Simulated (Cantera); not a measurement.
Feed: 1 mol CO, 0.19 mol H₂O, 0.36 mol N₂, at 2075 °C and 0.293 Torr.

Cantera equilibrium calculation (NASA polynomials, part measured and part estimated; ideal gas, pure solids and liquids). Candidate condensed phases: C, C₆H₆, C₇H₈, C₈H₁₈, H₂O; 136 gas species. The numbers say what is thermodynamically allowed, not how fast it happens.

Base state: CO 0.538, N₂ 0.210, H 0.113, CO₂ 0.0487, H₂ 0.0327, O 0.0238, H₂O 0.0171, OH 0.0101 (mole fractions); condensed: gas only.

Problem. What changes in the equilibrium state with this change: temperature from 2075 °C to 1475 °C?

Solution. 
| species | before | after |
|---|---|---|
| CO | 0.538 | 0.563 |
| N₂ | 0.210 | 0.232 |
| CO₂ | 0.0487 | 0.0810 |
| H | 0.113 | 0.00326 |
| H₂ | 0.0327 | 0.0794 |
| O | 0.0238 | 3.20e-6 |
| OH | 0.0101 | 9.88e-5 |
| H₂O | 0.0171 | 0.0413 |
| O₂ | 0.00515 | 7.41e-7 |
| NO | 0.00140 | 3.53e-6 |
